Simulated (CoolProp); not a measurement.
Vapour-liquid equilibrium of CH2F2 (R32) (1) + isobutane (2) at 12.25 °C; x and y are mole fractions of (1).

Values from CoolProp's multi-fluid Helmholtz-energy mixture model, Tillner-Roth 1997 and Bücker 2006; pair parameters Bell 2016.

| x | bubble pressure, mixture model (kPa) | bubble pressure, Raoult's law (kPa) | y, mixture model | y, Raoult's law |
|---|---|---|---|---|
| 0.05 | 451.4 | 284.6 | 0.465 | 0.208 |
| 0.2 | 883.5 | 426.4 | 0.731 | 0.555 |
| 0.35 | 1078 | 568.2 | 0.787 | 0.729 |
| 0.5 | 1153 | 710.1 | 0.809 | 0.833 |
| 0.65 | 1189 | 851.9 | 0.823 | 0.903 |
| 0.8 | 1219 | 993.7 | 0.850 | 0.952 |
| 0.95 | 1217 | 1136 | 0.934 | 0.990 |

The largest gap from Raoult's law is +107.2 % in bubble pressure, at x = 0.2. y crosses x between x = 0.8 and 0.95: the model has an azeotrope there.

Pair parameters are fitted to limited data, so mixtures are less certain than the pure fluids. With so large a gap from Raoult's law the liquid may split in two, which this calculation doesn't test in full.
